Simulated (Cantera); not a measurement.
Mixture: H2 : O2 : N2 = 1 : 0.505 : 1.9 (molar parts), equivalence ratio 0.99, at 750 Torr, adiabatic and at constant volume. Ignition delay is the time to a rise of 400 K.

Computed with Cantera and the H2/O2 subset of GRI-Mech 3.0, which has no nitrogen chemistry. Where the delays flatten at high temperature, the 400 K rule measures the pace of heat release, not the induction time.

```json
[
 {"quantity": "delay at 975 K", "before": "0.689 ms", "after": "7.36 ms"},
 {"quantity": "delay at 1125 K", "before": "71.4 µs", "after": "0.369 ms"},
 {"quantity": "delay at 1275 K", "before": "31.2 µs", "after": "30.4 µs"},
 {"quantity": "delay at 1425 K", "before": "18.5 µs", "after": "2.14 µs"},
 {"quantity": "delay at 1575 K", "before": "13.6 µs", "after": "0.432 µs"}
]
```

Question: Which change was made?
A. pressure from 750 Torr to 13500 Torr
B. pressure from 750 Torr to 25500 Torr
C. pressure from 750 Torr to 653 Torr
D. constant pressure in place of constant volume

Answer: B, pressure from 750 Torr to 25500 Torr
